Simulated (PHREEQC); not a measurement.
0.064 g of hydrous ferric oxide (600 m²/g; 0.2 weak and 0.005 strong sites per Fe, Dzombak-Morel constants, diffuse double layer) in 1 kg of water with 0.005 mol/kgw of an inert sodium salt and 1.2e-06 mol ZnSO4, at 25 °C; the pH is set by adding NaOH or the inert anion's acid. Oxygen alone is held at its pressure in air (log pO2 = -0.68). The system is closed to CO2. Precipitation was switched off in this run.

Computed with PHREEQC (ion-association model, wateq4f.dat).

| pH | S sorbed (%) | Zn sorbed (%) | surface charge σ (C/m²) | surface potential ψ (mV) |
|---|---|---|---|---|
| 4 | 99.9 | 0.0 | 0.179 | 193 |
| 4.67 | 99.6 | 0.1 | 0.114 | 170 |
| 5.33 | 97.4 | 1.5 | 0.067 | 143 |
| 6 | 77.7 | 19.3 | 0.037 | 113 |
| 6.67 | 21.3 | 76.9 | 0.019 | 80 |
| 7.33 | 1.7 | 98.2 | 0.008 | 45 |
| 8 | 0.1 | 99.9 | 0.001 | 7 |
| 8.67 | 0.0 | 100.0 | -0.005 | -31 |
| 9.33 | 0.0 | 100.0 | -0.014 | -67 |
| 10 | 0.0 | 100.0 | -0.030 | -102 |
| 10.67 | 0.0 | 100.0 | -0.058 | -133 |
| 11.33 | 0.0 | 99.9 | -0.110 | -158 |
| 12 | 0.0 | 99.2 | -0.212 | -172 |

Species that the database lacks are ignored.
